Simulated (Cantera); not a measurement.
Feed: 1 mol SiF4, a varied amount of NH3, held at 450 °C and 97.5 Torr.

These are equilibrium values from Cantera (NASA tables, ideal gas, pure condensed phases), not measurements of a reactor. Candidate condensed phases: Si, Si3N4; 37 gas species. The numbers say what is thermodynamically allowed, not how fast it happens.

Q: At 3.4 mol NH3, list the 5 most abundant gas species with their mole fractions, and the condensed phases.

A: H2 0.654, N2 0.218, SiF4 0.128, NH3 0.000225, HF 2.64e-5. Condensed: gas only.
